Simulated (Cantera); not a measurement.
An adiabatic, constant-volume homogeneous reactor starts with C3H8 : O2 : N2 = 1 : 3.57 : 13.4 (molar parts), equivalence ratio 1.4, at 1625 K and 14.0 bar. Integrator tolerance rtol = 1e-08.

Detailed kinetics in Cantera: GRI-Mech 3.0 (53 species, 325 reactions). GRI-Mech 3.0 was tuned for natural gas; its chemistry of propane as a main component is partial and can be far from experiment. The pressure lies above the range GRI-Mech 3.0 was tuned for (to about 10 atm). Above 3000 K some thermodynamic fits are extrapolated.

**Question.** What does this change do: O2 3.57 to 5.1 parts?

**Answer.** 
| quantity | before | after |
|---|---|---|
| time of steepest temperature rise | 4.79 µs | 3.89 µs |
| temperature at 0.900 s | 3271 K | 3372 K |
| equilibrium temperature | 3271 K | 3372 K |
| x(C3H8) at 0.900 s | <1e-12 (gas-phase equilibrium <1e-12) | <1e-12 (gas-phase equilibrium <1e-12) |
| x(O2) at 0.900 s | 0.00266 (gas-phase equilibrium 0.00266) | 0.0287 (gas-phase equilibrium 0.0287) |
| x(C2H4) at 0.900 s | <1e-12 (gas-phase equilibrium <1e-12) | <1e-12 (gas-phase equilibrium <1e-12) |
| x(NO2) at 0.900 s | 2.05e-6 (gas-phase equilibrium 2.05e-6) | 2.23e-5 (gas-phase equilibrium 2.23e-5) |
| x(H2) at 0.900 s | 0.0464 (gas-phase equilibrium 0.0464) | 0.0199 (gas-phase equilibrium 0.0199) |
| x(NO) at 0.900 s | 0.00656 (gas-phase equilibrium 0.00656) | 0.0230 (gas-phase equilibrium 0.0230) |

**Question.** What does this change do: initial temperature 1625 to 1475 K?

**Answer.** 
```json
[
 {"quantity": "time of steepest temperature rise", "before": "4.79 µs", "after": "20.3 µs"},
 {"quantity": "temperature at 0.900 s", "before": "3271 K", "after": "3204 K"},
 {"quantity": "equilibrium temperature", "before": "3271 K", "after": "3204 K"},
 {"quantity": "x(C3H8) at 0.900 s", "before": "<1e-12 (gas-phase equilibrium <1e-12)", "after": "<1e-12 (gas-phase equilibrium <1e-12)"},
 {"quantity": "x(O2) at 0.900 s", "before": "0.00266 (gas-phase equilibrium 0.00266)", "after": "0.00192 (gas-phase equilibrium 0.00192)"},
 {"quantity": "x(C2H4) at 0.900 s", "before": "<1e-12 (gas-phase equilibrium <1e-12)", "after": "<1e-12 (gas-phase equilibrium <1e-12)"},
 {"quantity": "x(NO2) at 0.900 s", "before": "2.05e-6 (gas-phase equilibrium 2.05e-6)", "after": "1.49e-6 (gas-phase equilibrium 1.49e-6)"},
 {"quantity": "x(H2) at 0.900 s", "before": "0.0464 (gas-phase equilibrium 0.0464)", "after": "0.0451 (gas-phase equilibrium 0.0451)"},
 {"quantity": "x(NO) at 0.900 s", "before": "0.00656 (gas-phase equilibrium 0.00656)", "after": "0.00521 (gas-phase equilibrium 0.00521)"}
]
```
